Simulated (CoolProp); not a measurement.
Vapour-liquid equilibrium of n-octane (1) + o-xylene (2) at 339.7 K; x and y are mole fractions of (1).

The numbers come from the multi-fluid Helmholtz-energy mixture model, Beckmüller 2019 and Zhou 2012; pair parameters Bell 2016 in CoolProp.

| x | bubble pressure (kPa) | y at the bubble point | dew pressure at overall composition x (kPa) | liquid density (mol/L) |
|---|---|---|---|---|
| 0.05 | 7.687 | 0.099 | 7.482 | 7.786 |
| 0.15 | 8.454 | 0.265 | … | … |
| 0.25 | 9.176 | 0.399 | … | 7.293 |
| 0.35 | 9.860 | 0.511 | 8.902 | 7.064 |
| 0.45 | 10.51 | 0.608 | 9.478 | 6.847 |
| 0.55 | 11.14 | 0.694 | 10.11 | 6.639 |
| 0.65 | 11.76 | 0.771 | 10.81 | … |
| 0.75 | 12.35 | 0.842 | 11.58 | 6.252 |
| 0.85 | … | 0.908 | 12.42 | … |
| 0.95 | 13.52 | 0.970 | 13.33 | 5.898 |

Question: Fill in the missing entries.

Answer: 
- 0.15, dew pressure at overall composition x (kPa): 7.909
- 0.15, liquid density (mol/L): 7.533
- 0.25, dew pressure at overall composition x (kPa): 8.381
- 0.65, liquid density (mol/L): 6.441
- 0.85, bubble pressure (kPa): 12.94
- 0.85, liquid density (mol/L): 6.071

No azeotrope shows between x = 0.05 and 0.95.

The pair parameters rest on a limited set of measurements; away from them the model extrapolates.
